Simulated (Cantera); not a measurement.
Feed: 1 mol SiH₂Cl₂, 0.64 mol N₂, held at 873 K and 11.3 Torr.

Equilibrium computed with Cantera from the NASA thermochemical tables; the gas is ideal and each condensed phase is pure. Candidate condensed phases: NH₄Cl, Si, Si₃N₄; 28 gas species. N₂ is the only nitrogen source here; it is nearly inert below about 1500 K, so the nitride shown seldom forms there in practice. The tables' values for SiCl₃ are old estimates; treat these amounts as uncertain. Kinetics and transport are ignored.

Base state: HCl 0.409, H₂ 0.330, SiCl₄ 0.165, N₂ 0.0958, SiHCl₃ 0.000285, SiCl₃ 1.08e-5 (mole fractions); condensed: Si₃N₄(s).

**Question.** What changes in the equilibrium state with this change: temperature from 873 K to 1700 K?

**Answer.** 
| species | before | after |
|---|---|---|
| H₂ | 0.330 | 0.309 |
| SiCl₂ | 4.17e-8 | 0.292 |
| HCl | 0.409 | 0.195 |
| SiCl₄ | 0.165 | 0.000686 |
| SiCl₃ | 1.08e-5 | 0.0101 |
| N₂ | 0.0958 | 0.192 |
| H | <1e-9 | 0.000669 |
| Cl | <1e-9 | 0.000328 |
| SiCl | <1e-9 | 0.000209 |
| Si | <1e-9 | 3.01e-5 |
| Si₃N₄(s), mol | 0.230 | 0.0846 |
The tables' values for SiCl₃, SiCl are old estimates; treat these amounts as uncertain.

**Question.** What changes in the equilibrium state with this change: temperature from 873 K to 2173 K?

**Answer.** 
```
species         before     after
-------------  -------  --------
H₂               0.330     0.261
SiCl₂          4.17e-8     0.258
N₂              0.0958     0.233
HCl              0.409     0.184
SiCl₄            0.165   7.87e-6
H                <1e-9    0.0201
Si               <1e-9    0.0189
SiCl             <1e-9    0.0115
Cl               <1e-9    0.0104
SiH              <1e-9  0.000551
Si₂              <1e-9  0.000286
Si₃N₄(s), mol    0.230         0
Si(l), mol           0     0.197
```
The tables' values for SiCl, SiCl₃, SiN are old estimates; treat these amounts as uncertain. Gases not in the tables: Si₂H₆ and higher silanes.
